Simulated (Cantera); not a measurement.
# Ignition delay

Mixture: 4.89 % CO, 0.430 % H₂, 3.62 % CH₄, 16.8 % O₂, 63.1 % N₂, 11.2 % CO₂, at 16.0 bar, adiabatic and at constant volume. Ignition delay is the time to a rise of 400 K.

Detailed kinetics in Cantera: GRI-Mech 3.0 (53 species, 325 reactions). The pressure lies above the range GRI-Mech 3.0 was tuned for (to about 10 atm).

| T0 (K) | delay (ms) |
|---|---|
| 1323 | 0.325 |
| 1373 | 0.203 |
| 1423 | 0.130 |
| 1473 | 0.0853 |
| 1523 | 0.0572 |
| 1573 | 0.0391 |

| Property | Value |
|---|---|
| apparent activation energy between 1473 and 1573 K | 150 kJ/mol |
